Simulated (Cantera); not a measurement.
Cantera run:

```python
import numpy as np
import cantera as ct

gas_names = """
    H HNO HNO2 HNO3 HO2 H2 H2O H2O2 N NH NH2 NH3 NH2OH NO NO2 NO3 N2 N2H2 N2H4 N2O O OH O2 O3 Pb PbO Pb2
""".split()
cond_names = """
    H2O(s) H2O(L) Pb(cr) Pb(L) PbO(rd) PbO(yw) PbO(L) PbO2(s) Pb3O4(s)
""".split()


# ... load() reads the species with a 1 bar reference pressure and builds the phases ...
atoms = {
    'PbO': {'Pb': 1, 'O': 1},
    'H2': {'H': 2},
    'N2': {'N': 2},
}
top_T = {'Pb3O4(s)': 820}  # K; cautious upper limits of use, not melting points


# ... equilibrate(T, P, feed) seeds the gas with the atoms and calls Mixture.equilibrate('TP', solver="vcs", rtol=1e-11, max_steps=5000) ...
results = []
feed = {'PbO': 1, 'H2': 2000, 'N2': 1.1}  # mol
T = 2173  # K
P = 10000  # Pa
mix = equilibrate(T, P, feed)
results.append((T, P, feed, dict(zip(mix.species_names, mix.species_moles))))
x = sorted(zip(gas.X, gas.species_names), reverse=True)
print(f"T = {T:g} K  P = {P:g} Pa  gas = {mix.phase_moles(0):.4g} mol")
print("   x: " + "  ".join(f"{s} {v:.3e}" for v, s in x if v > 1e-06))
print("   condensed (mol): " + ("  ".join(f"{mix.phase(i).name} {mix.phase_moles(i):.4g}"
      for i in range(1, mix.n_phases) if mix.phase_moles(i) > 1e-12) or "none"))
```

It prints:

```
T = 2173 K  P = 10000 Pa  gas = 2017 mol
   x: H2 9.833e-01  H 1.513e-02  N2 5.452e-04  Pb 4.957e-04  H2O 4.947e-04  OH 1.019e-06
   condensed (mol): none
```

Cantera equilibrium calculation (NASA polynomials, part measured and part estimated; ideal gas, pure solids and liquids).
